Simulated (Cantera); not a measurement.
## Gas-phase reforming

An isothermal, constant-pressure homogeneous reactor starts with 75.2 % CH₄, 24.8 % CO₂, at 1850 K and 490000 Pa.

Model: GRI-Mech 3.0 (53 species, 325 reactions), integrated in Cantera. GRI-Mech 3.0 stops at C3 and has no aromatics, soot or wall deposition, so with more carbon than oxygen in the feed, carbon stays in small species such as C2H2 where larger ones or solid carbon would form.

| t (s) | x CH₄ | x CO₂ | x HO₂ | x C₂H₂ | x CH₃ |
|---|---|---|---|---|---|
| 0.000500 | 0.266 | 0.147 | <1e-12 | 0.127 | 0.00165 |
| 0.00106 | 0.163 | 0.0967 | <1e-12 | 0.158 | 0.00104 |
| 0.00226 | 0.0909 | 0.0432 | <1e-12 | 0.177 | 0.000613 |
| 0.00480 | 0.0523 | 0.0137 | <1e-12 | 0.182 | 0.000368 |
| 0.0102 | 0.0392 | 0.00853 | <1e-12 | 0.172 | 0.000275 |
| 0.0217 | 0.0359 | 0.00649 | <1e-12 | 0.154 | 0.000244 |
| 0.0461 | 0.0334 | 0.00385 | <1e-12 | 0.134 | 0.000220 |
| 0.0980 | 0.0314 | 0.00144 | <1e-12 | 0.119 | 0.000202 |
| 0.208 | 0.0303 | 0.000214 | <1e-12 | 0.111 | 0.000193 |
| 0.443 | 0.0302 | 4.91e-6 | <1e-12 | 0.110 | 0.000192 |
| 0.941 | 0.0302 | 6.68e-7 | <1e-12 | 0.110 | 0.000192 |
| 2.00 | 0.0302 | 6.67e-7 | <1e-12 | 0.110 | 0.000192 |
x: mole fraction; the columns are a selection and need not sum to one.

Equilibrium at this temperature and pressure: CH₄ 0.0302, CO₂ 6.73e-7, HO₂ <1e-12, C₂H₂ 0.110, CH₃ 0.000192 (gas phase only).
